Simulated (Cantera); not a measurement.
## Equilibrium for calcination and drying: CaCO3 + H2 + CO2

Feed: 1 mol CaCO3, 3.1 mol H2, 0.083 mol CO2, equilibrated at 1123 K and 3.30 mbar.

These are equilibrium values from Cantera (NASA tables, ideal gas, pure condensed phases), not measurements of a reactor. Candidate condensed phases: C, C6H6, C7H8, C8H18, Ca, CaCO3, CaO, Ca(OH)2, H2O; 115 gas species. Equilibrium is a limit: real reactors are often held back by kinetics, nucleation or transport.

The x(H2) is 0.546 and the x(CO) is 0.195. The x(H2O) is 0.195 and the x(CO2) is 0.0638. The n(CaO(s)) comes out as 1.00 mol, the gas amount is 4.183 mol and the log10 activity of C(graphite) (absent) is -3.92. The log10 activity of Ca(l) (absent) comes out as -14.97.
